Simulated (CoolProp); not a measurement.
Model: reference Helmholtz-energy equation of state, Eisenbach 2021, in CoolProp.

Problem. For propylene glycol, give the phase and the density (kg/m³), speed of sound (m/s), Joule-Thomson coefficient (K/MPa) at 602.1 K and 0.702 MPa.

Solution. 
- 602.1 K and 0.702 MPa: gas; density 11.2, speed of sound 249, Joule-Thomson coefficient 6.79
